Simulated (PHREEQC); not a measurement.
Dissolve 9.8 mmol/kgw NH3 and 0.21 mmol/kgw CO2 at 51 °C. Closed to the air; pH follows from the charge balance.

Equilibrium calculation in PHREEQC: ion-association model, wateq4f.dat.

This is a speciation only: nothing precipitates in the calculation.

Problem. Predict the pH, ionic strength.

Solution. pH 9.73; ionic strength 0.000639 mol/kgw.

Problem. In which forms is N present?

Solution. NH3 94 %, NH4+ 5.9 % of the N.

Species that the database lacks are ignored. At this temperature some constants are extrapolated from 25 °C, and those without enthalpy data are left unchanged.
